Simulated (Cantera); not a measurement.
An isothermal, constant-pressure homogeneous reactor starts with H₂ : O₂ : N₂ = 0.069 : 1 : 0.59 (molar parts), equivalence ratio 0.035, at 1350 K and 0.900 Torr.

Model: the H2/O2 subset of GRI-Mech 3.0, which has no nitrogen chemistry, integrated in Cantera. Radical loss at walls, strong at low pressure, is not modelled. The temperature is held fixed by assumption; the heat of reaction is taken as removed at once.

x: mole fraction; the columns are a selection and need not sum to one.

```csv
t (s),x H₂,x O₂,x O,x HO₂,x H₂O
5.00e-6,0.0416,0.603,<1e-12,1.29e-10,<1e-12
3.50e-5,0.0416,0.603,3.61e-11,9.00e-10,<1e-12
0.000245,0.0416,0.603,1.49e-9,___,1.76e-10
0.00171,0.0416,0.603,4.68e-8,___,3.47e-8
0.0120,0.0413,0.603,0.000135,___,0.000203
0.0836,0.000869,0.569,0.0288,1.38e-7,0.0354
0.585,0.000837,0.570,0.0276,1.37e-7,0.0357
4.09,0.000645,0.576,0.0205,1.28e-7,0.0375
28.6,0.000155,0.590,0.00460,___,0.0411
200,6.76e-6,0.594,0.000196,___,0.0423
```

Task: Complete the blanks.

Result: 
- 0.000245, x HO₂: 6.29e-9
- 0.00171, x HO₂: 4.39e-8
- 0.0120, x HO₂: 2.79e-7
- 28.6, x HO₂: 7.31e-8
- 200, x HO₂: 1.22e-8
